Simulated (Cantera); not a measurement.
Gas mixture: 48.2 % O₂, 12.4 % CO₂, 39.4 % N₂, at 280000 Pa, frozen composition.

Cantera's kinetic-theory transport with the Lennard-Jones parameters of GRI-Mech 3.0, ideal gas; thermal conductivity in the mixture-averaged form.

D: mixture-averaged diffusion coefficient of that species in the mixture.

| T (K) | ρ (kg/m³) | cp (J/kg/K) | μ (µPa s) | λ (mW/m/K) | Pr | D (cm²/s) N₂ | D (cm²/s) O | D (cm²/s) CH₃ |
|---|---|---|---|---|---|---|---|---|
| 400 | 2.69 | 977.2 | 23.5 | … | 0.711 | 0.118 | 0.189 | 0.132 |
| 550 | 1.95 | 1024 | 29.6 | … | 0.710 | 0.204 | 0.326 | 0.230 |
| 700 | 1.54 | 1070 | 35.0 | … | 0.711 | 0.308 | 0.489 | 0.347 |
| 850 | 1.26 | 1109 | 39.9 | … | 0.713 | 0.427 | 0.678 | 0.482 |
| 1000 | 1.07 | 1142 | 44.5 | … | 0.715 | 0.561 | 0.889 | 0.634 |
| 1150 | 0.934 | 1166 | 48.8 | … | 0.714 | 0.708 | 1.12 | 0.802 |

Task: Some entries are withheld; supply them.

Result: 
- 400, λ (mW/m/K): 32.2
- 550, λ (mW/m/K): 42.7
- 700, λ (mW/m/K): 52.6
- 850, λ (mW/m/K): 62.1
- 1000, λ (mW/m/K): 71.0
- 1150, λ (mW/m/K): 79.6
